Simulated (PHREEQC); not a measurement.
Make-up at 25 °C: 0.047 mol/kgw HF, 0.0035 mol/kgw NH4F and 0.016 mol/kgw (NH4)2SiF6. Closed to the air; pH follows from the charge balance.

Equilibrium calculation in PHREEQC: ion-association model, phreeqc.dat.

Each row changes one thing in this solution. This is a speciation only: nothing precipitates in the calculation.

```
case                                   pH  ionic strength (mol/kgw)  HF (mol/kgw)  F- (mol/kgw)  HF2- (mol/kgw)  NH3 (mol/kgw)
-----------------------------------  ----  ------------------------  ------------  ------------  --------------  -------------
as made                              2.35                    0.0568        0.0405       0.00760         0.00118        3.52e-9
NH4F left out                        2.25                    0.0547        0.0394       0.00581        0.000879        2.51e-9
NH4F from 0.0035 to 0.007 mol/kgw    2.44                    0.0592        0.0412           ___         0.00153        4.81e-9
NH4F from 0.0035 to 0.00315 mol/kgw   ___                    0.0566        0.0404       0.00741         0.00115        3.41e-9
NH4F from 0.0035 to 0.0175 mol/kgw   2.68                    0.0680        0.0418        0.0172         0.00276            ___
(NH4)2SiF6 left out                  2.37                   0.00817        0.0412       0.00706         0.00112       4.20e-10
NH4F from 0.0035 to 0.035 mol/kgw    2.94                    0.0844        0.0407           ___         0.00491            ___
diluted 5-fold with water            2.71                    0.0124       0.00718       0.00277         7.63e-5        1.84e-9
```

Problem. What belongs in the gaps?

Solution. 
- NH4F from 0.0035 to 0.007 mol/kgw, F- (mol/kgw): 0.00971
- NH4F from 0.0035 to 0.00315 mol/kgw, pH: 2.34
- NH4F from 0.0035 to 0.0175 mol/kgw, NH3 (mol/kgw): 1.04e-8
- NH4F from 0.0035 to 0.035 mol/kgw, F- (mol/kgw): 0.0315
- NH4F from 0.0035 to 0.035 mol/kgw, NH3 (mol/kgw): 2.50e-8

SiF6-2 is the database's only silicon fluoride.
